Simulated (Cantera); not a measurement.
SiCl₄ + NH₃ (silicon nitride deposition)

Charge: 1 mol SiCl₄, a varied amount of NH₃, at 188 Torr.

Equilibrium computed with Cantera from the NASA thermochemical tables; the gas is ideal and each condensed phase is pure. Candidate condensed phases: NH₄Cl, Si, Si₃N₄; 28 gas species. The tables' values for SiCl₃ are old estimates. Kinetics and transport are ignored.

Map the stable condensed phases over T = 777, 852, 927, 1002, 1077, 1152, 1227, 1302, 1377, 1452, 1527, 1602, 1677, 1752 °C and n(NH₃) in mol = 1.4, 1.9, 2.4, 3, 3.9, 4.9, 6.3.


```
T in °C \ n(NH₃) in mol
         1.4 1.9 2.4   3 3.9 4.9 6.3
   1752    A   A   A   A   A   A   A
   1677    A   A   A   A   A   A   A
   1602    A   A   A   A   A   A   B
   1527    A   A   A   A   B   B   B
   1452    A   A   B   B   B   B   B
   1377    B   B   B   B   B   B   B
   1302    B   B   B   B   B   B   B
   1227    B   B   B   B   B   B   B
   1152    B   B   B   B   B   B   B
   1077    B   B   B   B   B   B   B
   1002    B   B   B   B   B   B   B
    927    B   B   B   B   B   B   B
    852    B   B   B   B   B   B   B
    777    B   B   B   B   B   B   B
```
A: gas only; B: Si₃N₄.
